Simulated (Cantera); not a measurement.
An adiabatic, constant-pressure homogeneous reactor starts with H2 : O2 : N2 : H2O = 1 : 1.61 : 5.32 : 1.2 (molar parts), at 1800 K and 0.987 atm. Integrator tolerance rtol = 1e-08.

Computed with Cantera and GRI-Mech 3.0 (53 species, 325 reactions).

What does this change do: pressure from 0.987 atm to 9.87 atm?


```json
[
 {"quantity": "time of steepest temperature rise", "before": "8.58 µs", "after": "0.844 µs"},
 {"quantity": "temperature at 0.100 s", "before": "2394 K", "after": "2435 K"},
 {"quantity": "equilibrium temperature", "before": "2393 K", "after": "2435 K"},
 {"quantity": "x(H2) at 0.100 s", "before": "0.00248 (gas-phase equilibrium 0.00247)", "after": "0.000986 (gas-phase equilibrium 0.000986)"},
 {"quantity": "x(O2) at 0.100 s", "before": "0.118 (gas-phase equilibrium 0.118)", "after": "0.119 (gas-phase equilibrium 0.119)"},
 {"quantity": "x(H2O) at 0.100 s", "before": "0.243 (gas-phase equilibrium 0.243)", "after": "0.248 (gas-phase equilibrium 0.248)"},
 {"quantity": "x(H) at 0.100 s", "before": "0.000774 (gas-phase equilibrium 0.000771)", "after": "0.000187 (gas-phase equilibrium 0.000187)"},
 {"quantity": "x(NO) at 0.100 s", "before": "0.0121 (gas-phase equilibrium 0.0125)", "after": "0.0136 (gas-phase equilibrium 0.0136)"},
 {"quantity": "x(O) at 0.100 s", "before": "0.00290 (gas-phase equilibrium 0.00289)", "after": "0.00114 (gas-phase equilibrium 0.00114)"},
 {"quantity": "x(N2O) at 0.100 s", "before": "6.04e-7 (gas-phase equilibrium 6.07e-7)", "after": "2.09e-6 (gas-phase equilibrium 2.09e-6)"}
]
```
The hydrogen kinetics of GRI-Mech 3.0 are dated; newer H2 mechanisms differ, most at raised pressure.

What does this change do: O2 1.61 to 0.56 parts?


```json
[
 {"quantity": "time of steepest temperature rise", "before": "8.58 µs", "after": "13.3 µs"},
 {"quantity": "temperature at 0.100 s", "before": "2394 K", "after": "2453 K"},
 {"quantity": "equilibrium temperature", "before": "2393 K", "after": "2453 K"},
 {"quantity": "x(H2) at 0.100 s", "before": "0.00248 (gas-phase equilibrium 0.00247)", "after": "0.0129 (gas-phase equilibrium 0.0129)"},
 {"quantity": "x(O2) at 0.100 s", "before": "0.118 (gas-phase equilibrium 0.118)", "after": "0.00977 (gas-phase equilibrium 0.00977)"},
 {"quantity": "x(H2O) at 0.100 s", "before": "0.243 (gas-phase equilibrium 0.243)", "after": "0.268 (gas-phase equilibrium 0.268)"},
 {"quantity": "x(H) at 0.100 s", "before": "0.000774 (gas-phase equilibrium 0.000771)", "after": "0.00233 (gas-phase equilibrium 0.00233)"},
 {"quantity": "x(NO) at 0.100 s", "before": "0.0121 (gas-phase equilibrium 0.0125)", "after": "0.00429 (gas-phase equilibrium 0.00429)"},
 {"quantity": "x(O) at 0.100 s", "before": "0.00290 (gas-phase equilibrium 0.00289)", "after": "0.00114 (gas-phase equilibrium 0.00114)"},
 {"quantity": "x(N2O) at 0.100 s", "before": "6.04e-7 (gas-phase equilibrium 6.07e-7)", "after": "2.23e-7 (gas-phase equilibrium 2.23e-7)"}
]
```

What does this change do: constant volume in place of constant pressure?


```tsv
quantity	before	after
time of steepest temperature rise	8.58 µs	8.63 µs
temperature at 0.100 s	2394 K	2481 K
equilibrium temperature	2393 K	2481 K
x(H2) at 0.100 s	0.00248 (gas-phase equilibrium 0.00247)	0.00335 (gas-phase equilibrium 0.00335)
x(O2) at 0.100 s	0.118 (gas-phase equilibrium 0.118)	0.116 (gas-phase equilibrium 0.116)
x(H2O) at 0.100 s	0.243 (gas-phase equilibrium 0.243)	0.240 (gas-phase equilibrium 0.240)
x(H) at 0.100 s	0.000774 (gas-phase equilibrium 0.000771)	0.00117 (gas-phase equilibrium 0.00117)
x(NO) at 0.100 s	0.0121 (gas-phase equilibrium 0.0125)	0.0145 (gas-phase equilibrium 0.0145)
x(O) at 0.100 s	0.00290 (gas-phase equilibrium 0.00289)	0.00393 (gas-phase equilibrium 0.00393)
x(N2O) at 0.100 s	6.04e-7 (gas-phase equilibrium 6.07e-7)	8.08e-7 (gas-phase equilibrium 8.08e-7)
```
